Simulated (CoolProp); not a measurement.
The numbers come from the reference Helmholtz-energy equation of state, Thol 2021 in CoolProp.

Question: Give the vapour pressure (kPa), liquid density (kg/m³), vapour Z of saturated chlorine at -8.55, 9.15, 114.85 °C.

Answer: 
```tsv
T (°C)	p (kPa)	liquid density (kg/m³)	vapour Z
-8.55	275	1490	0.947
9.15	492	1440	0.921
114.85	4950	1030	0.612
```
